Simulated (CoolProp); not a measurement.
CH3F (R41) along the isobar 61.5 bar: density (kg/m³) from the reference equation and from simpler models built on Tc = 317.3 K, pc = 59.06 bar, ω = 0.200; each cubic takes its own stable root.

Values from CoolProp's reference Helmholtz-energy equation of state, Lemmon 2006. It is a short technical equation, of lower accuracy than the large ones.

```tsv
T (K)	phase	reference
263.2	liquid	729.9
276.7	liquid	688.5
290.2	liquid	639.6
303.7	liquid	575.5
317.1	liquid	444.3
330.6	supercritical	143.4
344.1	supercritical	116.2
357.6	supercritical	101.5
371.1	supercritical	91.67
384.6	supercritical	84.30
398	supercritical	78.51
411.5	supercritical	73.71
425	supercritical	69.65
```

### Question
How far does each simpler model (van der Waals, Redlich-Kwong, Soave-Redlich-Kwong, Peng-Robinson) lie from the reference over these 13 states: mean and median of the absolute difference, and the worst?

### Answer
- van der Waals: mean 18.1 %, median 3.6 %, worst -45.2 % at 263.2 K and 61.5 bar
- Redlich-Kwong: mean 11.6 %, median 3.4 %, worst -30.9 % at 317.1 K and 61.5 bar
- Soave-Redlich-Kwong: mean 12.8 %, median 6.4 %, worst -30.8 % at 317.1 K and 61.5 bar
- Peng-Robinson: mean 7.1 %, median 2.2 %, worst -23.9 % at 317.1 K and 61.5 bar
